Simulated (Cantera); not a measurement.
A closed system holds: 1 mol Fe, 7.6 mol CO₂, 230 mol H₂, 0.87 mol O₂, equilibrated at 78.0 Pa.

Cantera equilibrium calculation (NASA polynomials, part measured and part estimated; ideal gas, pure solids and liquids). Candidate condensed phases: C, C₆H₆, C₇H₈, C₈H₁₈, Fe, Fe(CO)₅, FeO, Fe(OH)₂, Fe(OH)₃, Fe₂O₃, Fe₃O₄, H₂O; 114 gas species. Kinetics and transport are ignored.

Question: At 650 °C, list the 4 most abundant gas species with their mole fractions, and the condensed phases.

Answer: H₂ 0.931, H₂O 0.0369, CO 0.0296, CO₂ 0.00240. Condensed: Fe(α).
